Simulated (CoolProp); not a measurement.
Vapour-liquid equilibrium of fluoroethane (R161) (1) + R227EA (2) at 6.85 °C; x and y are mole fractions of (1).

The numbers come from the multi-fluid Helmholtz-energy mixture model, Wu 2012 and Lemmon 2016; pair parameters Bell 2016 in CoolProp.

```csv
x,"bubble pressure, mixture model (kPa)","bubble pressure, Raoult's law (kPa)","y, mixture model","y, Raoult's law"
0.05,252.1,265.2,?,0.103
0.125,?,287.2,?,0.237
0.2,268.5,309.3,0.273,0.352
0.275,283.5,331.3,0.388,0.452
0.35,?,353.3,0.498,0.539
0.425,325.5,375.3,0.597,0.616
0.5,?,397.4,0.683,0.685
0.575,378.3,419.4,0.756,0.746
0.65,406.9,441.4,?,0.801
0.725,436.1,463.4,0.869,0.851
0.8,465.6,485.5,?,0.897
0.875,495.1,507.5,0.949,0.938
0.95,524.5,529.5,?,0.976
```

Complete the blanks.


- 0.05, y, mixture model: 0.058
- 0.125, bubble pressure, mixture model (kPa): 258.0
- 0.125, y, mixture model: 0.160
- 0.35, bubble pressure, mixture model (kPa): 302.7
- 0.5, bubble pressure, mixture model (kPa): 350.9
- 0.65, y, mixture model: 0.817
- 0.8, y, mixture model: 0.912
- 0.95, y, mixture model: 0.981

The largest gap from Raoult's law is -14.4 % in bubble pressure, at x = 0.275. No azeotrope shows between x = 0.05 and 0.95.

Pair parameters are fitted to limited data, so mixtures are less certain than the pure fluids.
